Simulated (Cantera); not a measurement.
Input: 1 mol SiHCl₃, 0.039 mol CH₄, 250 mol H₂, equilibrated at 1400 K and 13.3 mbar.

These are equilibrium values from Cantera (NASA tables, ideal gas, pure condensed phases), not measurements of a reactor. Candidate condensed phases: C, C₆H₆, C₇H₈, C₈H₁₈, Si, SiC; 109 gas species. Mutual solubility and eutectic melting of coexisting phases are not modelled. Kinetics and transport are ignored.

Base state: H₂ 0.988, HCl 0.0111, SiCl₂ 0.000371, H 4.19e-5 (mole fractions); condensed: Si(s) + SiC(s).

Task: What changes in the equilibrium state with this change: temperature from 1400 K to 2350 K?

Result: 
```
species             before     after
----------------  --------  --------
H₂                   0.988     0.883
H                  4.19e-5     0.102
HCl                 0.0111    0.0104
Si                 6.17e-8   0.00354
C₂H₂ (acetylene)     <1e-9   6.12e-5
SiH                3.54e-8  0.000129
Cl                 3.89e-7  0.000852
SiCl               1.45e-7   3.17e-5
SiCl₂             0.000371   6.66e-6
Si(s), mol           0.867         0
SiC(s), mol         0.0389         0
```
The tables' values for SiCl are old estimates; treat these amounts as uncertain. Gases not in the tables: Si₂H₆ and higher silanes.
